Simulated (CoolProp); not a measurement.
Properties of C3F8 (R218) along the isobar 1.01 bar (Tc = 345.0 K, pc = 26.40 bar, ω = 0.317).

Computed with CoolProp (reference Helmholtz-energy equation of state, Lemmon 2006). It is a short technical equation, of lower accuracy than the large ones.

| T (K) | phase | Z | cp (kJ/(kg K)) | cv (kJ/(kg K)) | isothermal compressibility (1/MPa) | expansivity (1/kK) |
|---|---|---|---|---|---|---|
| 241.3 | gas | 0.9515 | 0.7252 | 0.6659 | 10.44 | 5.054 |
| 256.2 | gas | 0.9622 | 0.7403 | 0.6855 | 10.31 | 4.520 |
| 271.1 | gas | 0.9697 | 0.7592 | 0.7071 | 10.22 | 4.131 |
| 286 | gas | 0.9752 | 0.7796 | 0.7293 | 10.16 | 3.826 |
| 300.9 | gas | 0.9794 | 0.8006 | 0.7515 | 10.11 | 3.577 |
| 315.8 | gas | 0.9827 | 0.8216 | 0.7734 | 10.08 | 3.366 |
| 330.7 | gas | 0.9853 | 0.8423 | 0.7947 | 10.05 | 3.184 |
| 345.6 | gas | 0.9875 | 0.8624 | 0.8153 | 10.03 | 3.024 |
| 360.5 | gas | 0.9892 | 0.8820 | 0.8352 | 10.01 | 2.882 |
| 375.5 | gas | 0.9907 | 0.9009 | 0.8545 | 9.995 | 2.754 |
| 390.4 | gas | 0.9919 | 0.9190 | 0.8729 | 9.982 | 2.638 |
